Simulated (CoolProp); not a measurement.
A single-stage vapour-compression cycle with the fluid: evaporating at 301.15 K (dew point), condensing at 323.15 K (bubble point), superheat 10 K, subcooling 2 K, compressor efficiency 0.8, no pressure losses. The same conditions are run with several fluids, on thermodynamics alone (safety and materials aside).

The numbers come from the reference Helmholtz-energy equation of state of each fluid (c-C4F8 (RC318): Platzer 1990; C3F8 (R218): Lemmon 2006; R21: Platzer 1990; benzene: Thol 2012; cyclopropane: Polt 1992; R141b: Lemmon 2006) in CoolProp. The equations of Platzer and Polt are older, rougher fits.

```json
[
 {"fluid": "c-C4F8 (RC318)", "cooling COP": "___", "pressure ratio": "1.89", "discharge temperature (K)": "326.7", "refrigerating effect (kJ/kg)": "88.2", "volumetric capacity (kJ/m³)": "___"},
 {"fluid": "C3F8 (R218)", "cooling COP": "8.42", "pressure ratio": "1.72", "discharge temperature (K)": "329.0", "refrigerating effect (kJ/kg)": "58.9", "volumetric capacity (kJ/m³)": "5080"},
 {"fluid": "R21", "cooling COP": "___", "pressure ratio": "1.97", "discharge temperature (K)": "348.2", "refrigerating effect (kJ/kg)": "214", "volumetric capacity (kJ/m³)": "___"},
 {"fluid": "benzene", "cooling COP": "___", "pressure ratio": "2.49", "discharge temperature (K)": "345.2", "refrigerating effect (kJ/kg)": "407", "volumetric capacity (kJ/m³)": "180"},
 {"fluid": "cyclopropane", "cooling COP": "9.84", "pressure ratio": "1.72", "discharge temperature (K)": "343.0", "refrigerating effect (kJ/kg)": "367", "volumetric capacity (kJ/m³)": "5330"},
 {"fluid": "R141b", "cooling COP": "___", "pressure ratio": "___", "discharge temperature (K)": "338.6", "refrigerating effect (kJ/kg)": "209", "volumetric capacity (kJ/m³)": "856"}
]
```

Question: Fill in the missing entries.

Answer: 
- c-C4F8 (RC318), cooling COP: 9.66
- c-C4F8 (RC318), volumetric capacity (kJ/m³): 2590
- R21, cooling COP: 10.2
- R21, volumetric capacity (kJ/m³): 1800
- benzene, cooling COP: 10.4
- R141b, cooling COP: 10.3
- R141b, pressure ratio: 2.09
